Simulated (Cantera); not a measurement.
A closed system holds: 1 mol H2S, 0.013 mol SO2, equilibrated at 1 atm.

Method: chemical equilibrium by Gibbs-energy minimisation in Cantera with the NASA 1993 tables (ideal gas, pure condensed phases). Candidate condensed phases: H2O, H2SO4, S; 19 gas species. Rates play no part.

**Question.** At 1550 K, list the 5 most abundant gas species with their mole fractions, and the condensed phases.

**Answer.** H2S 0.437, H2 0.348, S2 0.189, H2O 0.0210, SH 0.00503. Condensed: gas only.
